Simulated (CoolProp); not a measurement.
Saturation properties of tetradecamethylhexasiloxane (MD4M).

Computed with CoolProp (reference Helmholtz-energy equation of state, Thol 2019).

```csv
T (K),p (bar),enthalpy of vaporisation (kJ/kg),vapour Z
394.8,0.01004,142.3,0.9964
400,0.01300,140.7,0.9956
405.1,0.01659,139.1,0.9947
410.3,___,137.4,0.9935
415.4,___,135.8,0.9923
420.6,0.03313,134.2,0.9908
425.8,0.04112,132.6,___
430.9,0.05047,131.0,0.9872
```

Question: Complete the blanks.

Answer: 
- 410.3, p (bar): 0.02110
- 415.4, p (bar): 0.02648
- 425.8, vapour Z: 0.9891

It boils at 532.8 K under 1 atm.
